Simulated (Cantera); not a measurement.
S + H2O + N2 (abatement and gas-phase synthesis)

Charge: 1 mol S, 4 mol H2O, 0.9 mol N2, equilibrated at 1375 °C.

Method: chemical equilibrium by Gibbs-energy minimisation in Cantera with the NASA 1993 tables (ideal gas, pure condensed phases). Candidate condensed phases: H2O, H2SO4, S; 35 gas species. The ideal-gas law is rough above about 30 bar. Equilibrium is a limit: real reactors are often held back by kinetics, nucleation or transport.

```json
[
 {"P (Pa)": "10", "x H2O": "0.408", "x H2": "0.272", "x N2": "0.154", "x SO2": "0.126", "x H2S": "0.000490", "x S2": "0.00911", "x SO": "0.0226"},
 {"P (Pa)": "200", "x H2O": "0.478", "x H2": "0.216", "x N2": "0.157", "x SO2": "0.104", "x H2S": "0.00294", "x S2": "0.0260", "x SO": "0.0126"},
 {"P (Pa)": "3900", "x H2O": "0.550", "x H2": "0.151", "x N2": "0.161", "x SO2": "0.0785", "x H2S": "0.0112", "x S2": "0.0397", "x SO": "0.00580"},
 {"P (Pa)": "77000", "x H2O": "0.605", "x H2": "0.0916", "x N2": "0.164", "x SO2": "0.0601", "x H2S": "0.0312", "x S2": "0.0423", "x SO": "0.00244"},
 {"P (Pa)": "1500000", "x H2O": "0.636", "x H2": "0.0460", "x N2": "0.167", "x SO2": "0.0526", "x H2S": "0.0614", "x S2": "0.0332", "x SO": "0.00102"},
 {"P (Pa)": "30000000", "x H2O": "0.645", "x H2": "0.0193", "x N2": "0.170", "x SO2": "0.0531", "x H2S": "0.0895", "x S2": "0.0200", "x SO": "0.000429"}
]
```
x: gas mole fraction; nothing condenses.

From 10.0 Pa to 300 bar nothing is condensed.
